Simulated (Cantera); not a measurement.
What does this Cantera script print?

```python
import numpy as np
import cantera as ct

gas_names = """
    CL CL2 H HCL H2 N NH NH2 NH3 N2 N2H2 N2H4 Si SiCL SiCL2 SiCL3 SiCL4 SiH SiHCL3 SiH2 SiH2CL2 SiH3
    SiH3CL SiH4 SiN Si2 Si2N Si3
""".split()
cond_names = """
    NH4CL(a) NH4CL(b) Si(cr) Si(L) Si3N4(a)
""".split()


# ... load() reads the species with a 1 bar reference pressure and builds the phases ...
atoms = {
    'Si2Cl6': {'Si': 2, 'CL': 6},
    'HCl': {'H': 1, 'CL': 1},
    'N2': {'N': 2},
}
top_T = {'Si3N4(a)': 2400}  # K; cautious upper limits of use, not melting points


# ... equilibrate(T, P, feed) seeds the gas with the atoms and calls Mixture.equilibrate('TP', solver="vcs", rtol=1e-11, max_steps=5000) ...
results = []
T = 1023.15  # K
P = 1000  # Pa
for m in [21, 36, 51, 66, 80, 95, 110, 120]:
    feed = {'Si2Cl6': 1, 'HCl': 2, 'N2': m}  # mol
    mix = equilibrate(T, P, feed)
    results.append((T, P, feed, dict(zip(mix.species_names, mix.species_moles))))

top = {s: max(r[3][s] / sum(r[3][g] for g in gas_names) for r in results) for s in gas_names}
cols = sorted((s for s in top if top[s] > 1e-05), key=lambda s: -top[s])[:6]
seen = [c for c in cond_names if any(r[3].get(c, 0) > 1e-12 for r in results)]
print("log10 of partial pressures in bar; condensed amounts in mol")
print(f"{'n(N2)':>10s}" + "".join(f"{s[:9]:>10s}" for s in cols + seen))
for T, P, feed, n in results:
    ng = sum(n[g] for g in gas_names)
    print(f"{feed['N2']:10.4g}" + "".join(f"{np.log10(max(n[s] / ng * P / 1e5, 1e-99)):10.3f}" for s in cols)
          + "".join(f"{n.get(c, 0):10.4g}" for c in seen))
```

It prints:

```
log10 of partial pressures in bar; condensed amounts in mol
     n(N2)        N2       HCL     SiCL4        H2     SiCL3    SiHCL3  Si3N4(a)
        21    -2.067    -3.141    -3.190    -4.279    -5.893    -6.400    0.1451
        36    -2.040    -3.339    -3.403    -4.578    -6.058    -6.713     0.149
        51    -2.029    -3.474    -3.546    -4.779    -6.167    -6.923    0.1512
        66    -2.022    -3.576    -3.653    -4.931    -6.248    -7.081    0.1527
        80    -2.018    -3.653    -3.734    -5.046    -6.310    -7.200    0.1537
        95    -2.016    -3.722    -3.807    -5.150    -6.365    -7.306    0.1546
       110    -2.014    -3.782    -3.869    -5.239    -6.412    -7.398    0.1553
       120    -2.012    -3.818    -3.906    -5.292    -6.440    -7.453    0.1557
```

Cantera equilibrium calculation (NASA polynomials, part measured and part estimated; ideal gas, pure solids and liquids). The feed counts by its element totals alone. N2 is the only nitrogen source here; it is nearly inert below about 1500 K, so the nitride shown seldom forms there in practice. The tables' values for SiCl3 are old estimates; treat these amounts as uncertain.
